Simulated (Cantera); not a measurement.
## Ignition delay

Mixture: CH₄ : C₂H₆ : O₂ : N₂ = 1 : 0.069 : 1.49 : 5.62 (molar parts), equivalence ratio 1.5, at 10.0 bar, adiabatic and at constant volume. Ignition delay is the time to a rise of 400 K.

Model: GRI-Mech 3.0 (53 species, 325 reactions), integrated in Cantera.

```json
[
 {"T0 (K)": "1150", "delay (ms)": "2.27"},
 {"T0 (K)": "1250", "delay (ms)": "0.792"},
 {"T0 (K)": "1350", "delay (ms)": "0.302"},
 {"T0 (K)": "1450", "delay (ms)": "0.120"},
 {"T0 (K)": "1550", "delay (ms)": "0.0491"},
 {"T0 (K)": "1650", "delay (ms)": "0.0214"},
 {"T0 (K)": "1750", "delay (ms)": "0.0102"},
 {"T0 (K)": "1850", "delay (ms)": "0.00533"}
]
```

```
Item                                                     Value
--------------------------------------------------  ----------
apparent activation energy between 1650 and 1850 K  180 kJ/mol
```
